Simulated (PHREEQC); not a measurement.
Dissolve 0.0029 mol/kgw CaSO4, 0.00085 mol/kgw CO2 and 0.00018 mol/kgw H4SiO4 at 25 °C. Closed to the air; pH follows from the charge balance.

Equilibrium calculation in PHREEQC: ion-association model, phreeqc.dat.

Each row changes one thing in this solution. No solid was allowed to form.

```csv
case,pH,ionic strength (mol/kgw),Ca+2 (mol/kgw),SO4-2 (mol/kgw),CaSO4 (mol/kgw),HCO3- (mol/kgw),SI of Chalcedony (SiO2),SI of Gypsum (CaSO4:2H2O)
as made,4.74,0.00973,0.00243,0.00243,0.000472,2.25e-5,-0.19,-0.99
CaSO4 from 0.0029 to 0.0058 mol/kgw,4.76,0.0181,0.00451,0.00451,0.00129,2.40e-5,-0.19,-0.56
temperature from 25 to 20 °C,4.75,0.00977,0.00244,0.00244,0.000461,2.16e-5,-0.13,-0.99
CaSO4 from 0.0029 to 0.00261 mol/kgw,4.74,0.00885,0.00221,0.00220,0.000403,2.23e-5,-0.19,-1.06
diluted 10-fold with water,5.23,0.00112,0.000280,0.000280,1.03e-5,6.20e-6,-1.19,-2.66
temperature from 25 to 60 °C,4.75,0.00945,0.00236,0.00235,0.000539,2.62e-5,-0.56,-0.97
0.0017 mol/kgw Na2SO4 added,4.76,0.0141,0.00228,0.00393,0.000625,2.37e-5,-0.19,-0.87
diluted 5-fold with water,5.08,0.00219,0.000545,0.000544,3.51e-5,9.06e-6,-0.89,-2.12
H4SiO4 from 0.00018 to 0.00027 mol/kgw,4.74,0.00973,0.00243,0.00243,0.000472,2.25e-5,-0.02,-0.99
```

Some of these states are supersaturated (in Quartz (slow to form), for instance). Constants without temperature data keep their 25 °C values here.
